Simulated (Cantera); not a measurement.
Diamond growth

A diamond (100) surface in a fixed gas of H2 with x(CH4) = 0.023, x(H) = 0.021, x(CH3) = 0.00069, 0.0300 bar; coverages are run to steady state.

Cantera simulation using the Harris–Goodwin 1993 mechanism for the reconstructed diamond (100) surface; the numbers are that mechanism's predictions, not measurements.

```csv
T (K),growth (µm/h),θ c6HH,θ c6H*,θ c6*H,θ c6**,θ c6HM
925,7.27,0.647,0.0120,0.305,0.00528,0.0240
1000,10.6,0.583,0.0180,0.366,0.00951,0.0173
1075,13.6,0.522,0.0251,0.419,0.0156,0.0120
1150,14.0,0.468,0.0329,0.464,0.0238,0.00710
1225,10.3,0.420,0.0411,0.500,0.0341,0.00295
1300,6.81,0.377,0.0493,0.525,0.0463,0.000901
1375,5.80,0.339,0.0573,0.543,0.0601,0.000247
```
θ: site fractions in the mechanism's names (c6HH fully hydrogenated, c6H* and c6*H radical sites, c6** diradical, c6HM methylated).
